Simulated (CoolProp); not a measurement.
The numbers come from the reference Helmholtz-energy equation of state, Lemmon 2003 in CoolProp. It is a pseudo-pure fit of the blend.

Q: For R404A, give the phase and the cp (kJ/(kg K)), cv (kJ/(kg K)) at 500 K and 0.143 MPa; 500 K and 0.842 MPa.

A: 
- 500 K and 0.143 MPa: gas; cp 1.17, cv 1.09
- 500 K and 0.842 MPa: gas; cp 1.19, cv 1.09
